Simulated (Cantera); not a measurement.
Mixture: CH3OH : O2 : N2 : H2O = 1 : 3.57 : 13.4 : 0.18 (molar parts), equivalence ratio 0.42, at 72000 Pa, adiabatic and at constant volume. Ignition delay is the time to a rise of 400 K.

Computed with Cantera and GRI-Mech 3.0 (53 species, 325 reactions). GRI-Mech 3.0 was tuned for natural gas; its chemistry of methanol as a main component is partial and can be far from experiment.

Task: Predict: delay at 1275 K; delay at 1375 K; delay at 1475 K; delay at 1575 K; apparent activation energy between 1525 and 1625 K.

Result: 
```
Property                                                Result
--------------------------------------------------  ----------
delay at 1275 K                                        4.65 ms
delay at 1375 K                                        1.29 ms
delay at 1475 K                                       0.451 ms
delay at 1575 K                                       0.189 ms
apparent activation energy between 1525 and 1625 K  160 kJ/mol
```
